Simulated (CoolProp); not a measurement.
CH3F (R41) along the isobar 0.758 MPa: fugacity coefficient from the reference equation and from simpler models built on Tc = 317.3 K, pc = 5.906 MPa, ω = 0.200; each cubic takes its own stable root.

The numbers come from the reference Helmholtz-energy equation of state, Lemmon 2006 in CoolProp. It is a short technical equation, of lower accuracy than the large ones.

```tsv
T (K)	phase	reference	van der Waals	Redlich-Kwong	Soave-Redlich-Kwong
139.5	liquid	0.001586	0.08746	0.002513	0.001296
150.2	liquid	0.005010	0.1486	0.008174	0.004304
160.9	liquid	0.01329	0.2348	0.02179	0.01191
171.7	liquid	0.03089	0.3508	[?]	0.02870
182.4	liquid	0.06350	0.4971	0.1005	0.06080
193.2	liquid	0.1195	0.6778	0.1835	0.1173
203.9	liquid	0.2066	0.8900	[?]	[?]
214.7	liquid	0.3356	[?]	0.4805	0.3421
225.4	liquid	0.5130	0.9153	0.7074	0.5298
236.1	liquid	0.7470	[?]	0.9008	[?]
246.9	gas	0.8820	0.9313	0.9122	0.9067
257.6	gas	[?]	0.9377	0.9219	0.9176
268.4	gas	0.9124	0.9434	0.9303	0.9270
279.1	gas	0.9234	0.9484	0.9375	[?]
```

### Question
Complete the blanks.

### Answer

- 171.7, Redlich-Kwong: 0.05001
- 203.9, Redlich-Kwong: 0.3068
- 203.9, Soave-Redlich-Kwong: 0.2070
- 214.7, van der Waals: 0.9054
- 236.1, van der Waals: 0.9239
- 236.1, Soave-Redlich-Kwong: 0.7792
- 257.6, reference: 0.8988
- 279.1, Soave-Redlich-Kwong: 0.9351

At some of these states van der Waals, Redlich-Kwong gives the other phase, because its saturation line lies elsewhere.
